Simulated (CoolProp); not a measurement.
Saturated liquid density (kg/m³) of normal hydrogen: the reference equation beside estimates from Tc = -240.0 °C, pc = 1296 kPa, ω = -0.219. Rackett uses Z = 0.29056 − 0.08775 ω.

Computed with CoolProp (reference Helmholtz-energy equation of state, Leachman 2009).

```tsv
T (°C)	reference	Rackett	van der Waals	Redlich-Kwong	Soave-Redlich-Kwong	Peng-Robinson
-253.15	71.26	75.28	58.32	85.81	79.47	89.45
-251.85	69.76	73.32	56.70	83.00	76.72	86.40
-250.65	68.25	71.42	55.11	80.20	74.05	83.41
-249.35	66.49	69.24	53.26	76.93	70.97	79.95
-248.15	64.70	67.10	51.42	73.64	67.93	76.52
-246.85	62.56	64.59	49.25	69.75	64.37	72.48
-245.65	60.35	62.06	47.05	65.77	60.80	68.38
-244.45	57.82	59.23	44.57	61.32	56.85	63.83
-243.15	54.54	55.66	41.47	55.76	51.99	58.19
-241.95	50.64	51.55	37.96	49.55	46.60	51.92
-240.65	43.92	44.77	32.50	40.16	38.54	42.51
```

Absolute difference from the reference over all 11 rows, mean and median: Rackett 3.4 and 3.2 %, van der Waals 21.6 and 21.3 %, Redlich-Kwong 11.4 and 11.5 %, Soave-Redlich-Kwong 6.5 and 6.7 %, Peng-Robinson 14.7 and 15.9 %.
